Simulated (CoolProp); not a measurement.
Properties of methanol at several states.

The numbers come from the reference Helmholtz-energy equation of state, de Reuck 1993 in CoolProp.

```csv
T (°C),p (MPa),phase,expansivity (1/kK),viscosity (µPa s)
56.95,1.77,liquid,1.278,361
333.75,20.7,supercritical,10.18,35.4
38.25,0.0824,liquid,1.227,452
-80.35,2.7,liquid,1.116,6040
```

Viscosity comes from a separate model (Xiang 2006).
